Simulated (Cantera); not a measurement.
Feed: 1 mol SiC, 0.013 mol N2O, 170 mol H2, equilibrated at 1875 K and 0.600 Pa.

Method: chemical equilibrium by Gibbs-energy minimisation in Cantera with the NASA 1993 tables (ideal gas, pure condensed phases). Candidate condensed phases: C, C6H6, C7H8, C8H18, H2O, Si, SiC, SiO2, Si2N2O, Si3N4; 151 gas species. Equilibrium is a limit: real reactors are often held back by kinetics, nucleation or transport.

Base state: H2 0.761, H 0.233, Si 0.00503, C2H2 (acetylene) 0.000241, SiC2 0.000111, CO 6.71e-5, HCN 4.90e-5, N2 4.14e-5 (mole fractions); condensed: C(graphite).

What changes in the equilibrium state with this change: N2O from 0.013 to 2.6 mol?


```json
[
 {"species": "H2", "before": "0.761", "after": "0.743"},
 {"species": "H", "before": "0.233", "after": "0.231"},
 {"species": "N2", "before": "4.14e-5", "after": "0.0132"},
 {"species": "SiO", "before": "4.56e-8", "after": "0.00507"},
 {"species": "H2O", "before": "<1e-9", "after": "0.00295"},
 {"species": "Si", "before": "0.00503", "after": "1.13e-8"},
 {"species": "C2H2 (acetylene)", "before": "0.000241", "after": "<1e-9"},
 {"species": "SiC2", "before": "0.000111", "after": "<1e-9"},
 {"species": "C(graphite), mol", "before": "0.838", "after": "0"}
]
```

What changes in the equilibrium state with this change: N2O from 0.013 to 0.48 mol?


```
species            before     after
----------------  -------  --------
H2                  0.761     0.757
H                   0.233     0.233
Si                0.00503   0.00500
CO                6.71e-5   0.00246
N2                4.14e-5   0.00228
HCN               4.90e-5  0.000362
HNC               2.18e-6   1.61e-5
C(graphite), mol    0.838     0.308
```

What changes in the equilibrium state with this change: temperature from 1875 K to 1973.15 K?


```csv
species,before,after
H2,0.761,0.576
H,0.233,0.419
Si,0.00503,0.00445
C2H2 (acetylene),0.000241,0.000370
SiC2,0.000111,0.000162
N2,4.14e-5,3.04e-5
HCN,4.90e-5,5.55e-5
CO,6.71e-5,6.01e-5
"C(graphite), mol",0.838,0.739
```
